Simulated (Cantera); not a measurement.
## Pyrogenic steam for wet oxidation

An isothermal, constant-pressure homogeneous reactor starts with H2 : O2 : N2 = 1.6 : 5 : 13 (molar parts), equivalence ratio 0.16, at 1423 K and 1.00 bar.

Detailed kinetics in Cantera: the H2/O2 subset of GRI-Mech 3.0, which has no nitrogen chemistry. The temperature is held fixed by assumption; the heat of reaction is taken as removed at once.

```csv
t (s),x H2,x O2,x OH,x H,x HO2,x H2O2,x O
0.000500,1.91e-5,0.223,0.000412,3.10e-6,3.25e-6,2.48e-7,8.30e-5
0.00169,2.54e-6,0.223,0.000163,1.87e-7,5.84e-7,6.38e-8,1.28e-5
0.00574,5.14e-7,0.223,7.66e-5,1.95e-8,1.67e-7,1.84e-8,2.83e-6
0.0195,1.63e-7,0.223,4.34e-5,3.74e-9,1.07e-7,7.00e-9,9.16e-7
0.0660,1.16e-7,0.223,3.64e-5,2.29e-9,1.05e-7,5.25e-9,6.44e-7
0.224,1.16e-7,0.223,3.63e-5,2.28e-9,1.05e-7,5.23e-9,6.40e-7
0.758,1.16e-7,0.223,3.63e-5,2.28e-9,1.05e-7,5.23e-9,6.40e-7
2.57,1.16e-7,0.223,3.63e-5,2.28e-9,1.05e-7,5.23e-9,6.40e-7
8.71,1.16e-7,0.223,3.63e-5,2.28e-9,1.05e-7,5.23e-9,6.40e-7
29.5,1.16e-7,0.223,3.63e-5,2.28e-9,1.05e-7,5.23e-9,6.40e-7
100,1.16e-7,0.223,3.63e-5,2.28e-9,1.05e-7,5.23e-9,6.40e-7
```
x: mole fraction; the columns are a selection and need not sum to one.

Equilibrium at this temperature and pressure: H2 1.16e-7, O2 0.223, OH 3.63e-5, H 2.28e-9, HO2 1.05e-7, H2O2 5.23e-9, O 6.40e-7 (gas phase only).
